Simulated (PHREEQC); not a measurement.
**Acid mine or pickling water**

Model water analysis in mg/L, 25 °C, pH 2.7, pe 11.3: Na 304; K 40.9; Ca 258; Mg 0.0272; Cl 79; S(6) as SO4 1360; Br 0.555; Cu(2) 0.189; Zn 2.29; Li 0.588.

Valence states are taken as typed.

Computed with PHREEQC (ion-association model, phreeqc.dat).

Precipitation was switched off in this run.

Task: Estimate the ionic strength.

Result: ionic strength 0.0401 mol/kgw.

Task: In which forms is S present?

Result: SO4-2 74 %, CaSO4 14 %, HSO4- 8.5 %, NaSO4- 2.4 % of the S.
